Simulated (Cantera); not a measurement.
A perfectly stirred reactor is fed with CH₄ : C₂H₆ : C₃H₈ : O₂ : N₂ = 1 : 0.43 : 1 : 10.4 : 39 (molar parts), equivalence ratio 0.82, at 270000 Pa; it is adiabatic with a 750 K inlet, and is followed from long to short residence time, starting on the burning branch (τ in s: 0.026, 0.014, 0.0074, 0.004, 0.0021, 0.0011, 0.00061, 0.00033, 0.00018, 9.5e-05).

Cantera simulation using GRI-Mech 3.0 (53 species, 325 reactions); the numbers are that mechanism's predictions, not measurements. GRI-Mech 3.0 was tuned for natural gas; its chemistry of propane as a main component is partial and can be far from experiment.

Task: What does this change do: pressure from 270000 Pa to 1900000 Pa?

Result: 
| quantity | before | after |
|---|---|---|
| blow-out, bracketed by the residence times tried | burning at 95.0 µs, the shortest tried | burning at 95.0 µs, the shortest tried |
| x(CH₄) at τ = 26.0 ms | 7.40e-7 | 2.05e-7 |
| x(C₂H₆) at τ = 26.0 ms | 3.67e-8 | 9.63e-9 |
| x(C₃H₈) at τ = 26.0 ms | 1.06e-7 | 2.74e-8 |
| x(C₂H) at τ = 26.0 ms | 5.63e-9 | 1.44e-9 |
| x(CH₂CO) at τ = 26.0 ms | 1.38e-7 | 3.27e-8 |
| x(CH₄) at τ = 1.10 ms | 1.00e-5 | 4.13e-6 |
| x(C₂H₆) at τ = 1.10 ms | 7.43e-7 | 2.12e-7 |
| x(C₃H₈) at τ = 1.10 ms | 1.83e-6 | 5.96e-7 |
| x(C₂H) at τ = 1.10 ms | 6.22e-8 | 2.93e-8 |
| x(CH₂CO) at τ = 1.10 ms | 3.01e-6 | 7.70e-7 |
The pressure lies above the range GRI-Mech 3.0 was tuned for (to about 10 atm).

Task: What does this change do: 4.3 parts CO2 added?

Result: 
```csv
quantity,before,after
"blow-out, bracketed by the residence times tried","burning at 95.0 µs, the shortest tried","burning at 95.0 µs, the shortest tried"
x(CH₄) at τ = 26.0 ms,7.40e-7,1.34e-6
x(C₂H₆) at τ = 26.0 ms,3.67e-8,6.93e-8
x(C₃H₈) at τ = 26.0 ms,1.06e-7,1.82e-7
x(C₂H) at τ = 26.0 ms,5.63e-9,6.56e-9
x(CH₂CO) at τ = 26.0 ms,1.38e-7,2.77e-7
x(CH₄) at τ = 1.10 ms,1.00e-5,1.44e-5
x(C₂H₆) at τ = 1.10 ms,7.43e-7,1.24e-6
x(C₃H₈) at τ = 1.10 ms,1.83e-6,2.85e-6
x(C₂H) at τ = 1.10 ms,6.22e-8,5.34e-8
x(CH₂CO) at τ = 1.10 ms,3.01e-6,5.34e-6
```
